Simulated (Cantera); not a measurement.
Input (Python, Cantera) and output of one run.

```python
import numpy as np
import cantera as ct

gas_names = """
    CL CL2 H HCL H2 Si SiCL SiCL2 SiCL3 SiCL4 SiH SiHCL3 SiH2 SiH2CL2 SiH3 SiH3CL SiH4 Si2 Si3
""".split()
cond_names = """
    Si(cr) Si(L)
""".split()


# ... load() reads the species with a 1 bar reference pressure and builds the phases ...
atoms = {
    'Si': {'Si': 1},
    'HCl': {'H': 1, 'CL': 1},
    'H2': {'H': 2},
}
top_T = {}  # K; cautious upper limits of use, not melting points


# ... equilibrate(T, P, feed) seeds the gas with the atoms and calls Mixture.equilibrate('TP', solver="vcs", rtol=1e-11, max_steps=5000) ...
results = []
T = 1573  # K
P = 1333.22  # Pa
for m in [1.2, 1.4, 1.6, 2, 2.3, 2.7, 3.2, 3.8, 4.5, 5.3, 6.3, 7.5]:
    feed = {'Si': 1, 'HCl': m, 'H2': 42}  # mol
    mix = equilibrate(T, P, feed)
    results.append((T, P, feed, dict(zip(mix.species_names, mix.species_moles))))

top = {s: max(r[3][s] / sum(r[3][g] for g in gas_names) for r in results) for s in gas_names}
cols = sorted((s for s in top if top[s] > 0.001), key=lambda s: -top[s])[:7]
seen = [c for c in cond_names if any(r[3].get(c, 0) > 1e-12 for r in results)]
print("log10 of partial pressures in bar; condensed amounts in mol")
print(f"{'n(HCl)':>10s}" + "".join(f"{s[:9]:>10s}" for s in cols + seen))
for T, P, feed, n in results:
    ng = sum(n[g] for g in gas_names)
    print(f"{feed['HCl']:10.4g}" + "".join(f"{np.log10(max(n[s] / ng * P / 1e5, 1e-99)):10.3f}" for s in cols)
          + "".join(f"{n.get(c, 0):10.4g}" for c in seen))
```

Output:

```
log10 of partial pressures in bar; condensed amounts in mol
    n(HCl)        H2       HCL     SiCL2    Si(cr)
       1.2    -1.887    -3.499    -4.581    0.9139
       1.4    -1.888    -3.442    -4.467    0.8877
       1.6    -1.890    -3.395    -4.370    0.8589
         2    -1.893    -3.317    -4.212    0.7951
       2.3    -1.896    -3.270    -4.115    0.7423
       2.7    -1.899    -3.218    -4.007    0.6663
       3.2    -1.903    -3.164    -3.896    0.5637
       3.8    -1.907    -3.112    -3.787    0.4311
       4.5    -1.912    -3.062    -3.683    0.2655
       5.3    -1.917    -3.017    -3.586   0.06468
       6.3    -1.926    -2.928    -3.568         0
       7.5    -1.936    -2.831    -3.581         0
```

Method: chemical equilibrium by Gibbs-energy minimisation in Cantera with the NASA 1993 tables (ideal gas, pure condensed phases). The tables' values for SiCl3, SiCl are old estimates; treat these amounts as uncertain.
